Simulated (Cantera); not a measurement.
Charge: 1 mol PbBr2, a varied amount of H2, equilibrated at 1.90 Pa.

These are equilibrium values from Cantera (NASA tables, ideal gas, pure condensed phases), not measurements of a reactor. Candidate condensed phases: Br2, Pb, PbBr2; 10 gas species. Equilibrium is a limit: real reactors are often held back by kinetics, nucleation or transport.

Stable condensed phases, one row left out:

```
T in K \ n(H2) in mol
         0.11 0.19 0.33 0.58    1  1.8  3.1  5.5  9.5   17   29   51   89
   1375     A    A    A    A    A    A    A    A    A    A    A    A    A
   1325     A    A    A    A    A    A    A    A    A    A    A    A    A
   1275     A    A    A    A    A    A    A    A    A    A    A    A    A
   1225     A    A    A    A    A    A    A    A    A    A    A    A    A
   1175     A    A    A    A    A    A    A    A    A    A    A    A    A
   1125     A    A    A    A    A    A    A    A    A    A    A    A    A
   1075     A    A    A    A    A    A    A    A    A    A    A    A    A
   1025     A    A    A    A    A    A    A    A    A    A    A    A    A
    975     A    A    A    A    A    A    A    A    A    A    A    A    A
    925     B    B    B    A    A    A    A    A    A    A    A    A    A
    825     B    B    B    B    B    B    B    B    B    B    B    A    A
    775     B    B    B    B    B    B    B    B    B    B    B    B    B
```

A: gas only; B: Pb.

**Question.** Give the row for 875 K.

**Answer.** 0.11: Pb; 0.19: Pb; 0.33: Pb; 0.58: Pb; 1: Pb; 1.8: Pb; 3.1: Pb; 5.5: Pb; 9.5: gas only; 17: gas only; 29: gas only; 51: gas only; 89: gas only.
